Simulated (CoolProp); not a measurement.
Vapour-liquid equilibrium of R125 (1) + fluoroethane (R161) (2) at 0.138 MPa; x and y are mole fractions of (1).

The numbers come from the multi-fluid Helmholtz-energy mixture model, Lemmon 2005 and Wu 2012; pair parameters Bell 2016 in CoolProp.

| x | bubble temperature, mixture model (°C) | bubble temperature, Raoult's law (°C) | y, mixture model | y, Raoult's law |
|---|---|---|---|---|
| 0.05 | -31.1 | -31.3 | 0.071 | 0.078 |
| 0.125 | -32.0 | -32.3 | 0.180 | 0.188 |
| 0.2 | -33.1 | -33.3 | 0.288 | 0.288 |
| 0.275 | -34.2 | -34.2 | ? | 0.381 |
| 0.35 | -35.3 | -35.1 | 0.482 | 0.467 |
| 0.425 | -36.4 | -36.0 | 0.564 | 0.546 |
| 0.5 | ? | -36.8 | ? | 0.620 |
| 0.575 | -38.3 | -37.6 | 0.701 | 0.688 |
| 0.65 | -39.1 | -38.3 | 0.758 | 0.752 |
| 0.725 | -39.8 | -39.1 | 0.810 | 0.812 |
| 0.8 | -40.4 | -39.8 | 0.860 | 0.868 |
| 0.875 | -40.9 | -40.5 | 0.909 | 0.920 |
| 0.95 | -41.3 | -41.1 | 0.962 | 0.969 |

Task: Complete the blanks.

Result: 
- 0.275, y, mixture model: 0.390
- 0.5, bubble temperature, mixture model (°C): -37.4
- 0.5, y, mixture model: 0.637

The largest gap from Raoult's law is -0.8 K in bubble temperature, at x = 0.65. No azeotrope shows between x = 0.05 and 0.95.

The pair parameters rest on a limited set of measurements; away from them the model extrapolates. The gap from Raoult's law changes sign with composition, which may be real or a fault of the pair parameters; it wasn't checked against measurements.
